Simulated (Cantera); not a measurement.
A closed system holds: 1 mol Si, 3.4 mol HF, equilibrated at 925 K and 7.50 mbar.

Equilibrium computed with Cantera from the NASA thermochemical tables; the gas is ideal and each condensed phase is pure. Candidate condensed phases: Si; 25 gas species. The tables' values for SiF3 are old estimates; treat these amounts as uncertain. The numbers say what is thermodynamically allowed, not how fast it happens.

Base state: H2 0.663, SiF4 0.327, SiHF3 0.00979, SiF3 0.000276, SiH2F2 0.000161, HF 1.26e-5 (mole fractions); condensed: Si(s).

What changes in the equilibrium state with this change: 0.017 mol Cl2 added?


```csv
species,before,after
H2,0.663,0.657
SiF4,0.327,0.325
SiHF3,0.00979,0.00971
HCl,0,0.00573
SiCl4,0,0.00138
SiHCl3,0,0.000574
SiCl2,0,7.22e-5
SiCl3,0,5.01e-5
SiH2Cl2,0,2.35e-5
"Si(s), mol",0.143,0.138
```
The tables' values for SiF3, SiCl3 are old estimates; treat these amounts as uncertain.

What changes in the equilibrium state with this change: HF from 3.4 to 5.6 mol?


```
species       before    after
----------  --------  -------
H2             0.663    0.435
HF           1.26e-5    0.348
SiF4           0.327    0.217
SiH2F2      0.000161    <1e-9
SiHF3        0.00979  1.55e-7
Si(s), mol     0.143        0
```
